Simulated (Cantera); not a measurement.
Feed: 1 mol SiCl₄, 2.6 mol H₂O, 2.2 mol N₂, at 51.0 Pa.

Cantera equilibrium calculation (NASA polynomials, part measured and part estimated; ideal gas, pure solids and liquids). Candidate condensed phases: H₂O, NH₄Cl, Si, SiO₂, Si₂N₂O, Si₃N₄; 47 gas species. The tables hold silica as quartz up to 1696 K and as liquid above; real silica turns to tridymite and cristobalite and melts near 1996 K. The numbers say what is thermodynamically allowed, not how fast it happens.

Task: Which condensed phases are stable at each of these points (T (K)): 823, 923, 1023, 1123, 1223, 1323, 1423, 1523, 1623, 1723, 1823, 1923, 2023, 2123?

Result: 
| T (K) | condensed phases | Si condensed (%) |
|---|---|---|
| 823 | SiO₂(α-quartz) | 100.0 |
| 923 | SiO₂(β-quartz) | 100.0 |
| 1023 | SiO₂(β-quartz) | 100.0 |
| 1123 | SiO₂(β-quartz) | 100.0 |
| 1223 | SiO₂(β-quartz) | 100.0 |
| 1323 | SiO₂(β-quartz) | 100.0 |
| 1423 | SiO₂(β-quartz) | 100.0 |
| 1523 | SiO₂(β-quartz) | 100.0 |
| 1623 | SiO₂(β-quartz) | 100.0 |
| 1723 | SiO₂(condensed) | 99.9 |
| 1823 | SiO₂(condensed) | 98.7 |
| 1923 | SiO₂(condensed) | 90.7 |
| 2023 | SiO₂(l) | 60.4 |
| 2123 | gas only | 0.0 |

At 823 K the condensed part is SiO₂(α-quartz). From 923 K to 1623 K the condensed part is SiO₂(β-quartz). From 1723 K to 1923 K the condensed part is SiO₂(condensed). At 2023 K the condensed part is SiO₂(l). At 2123 K nothing is condensed.
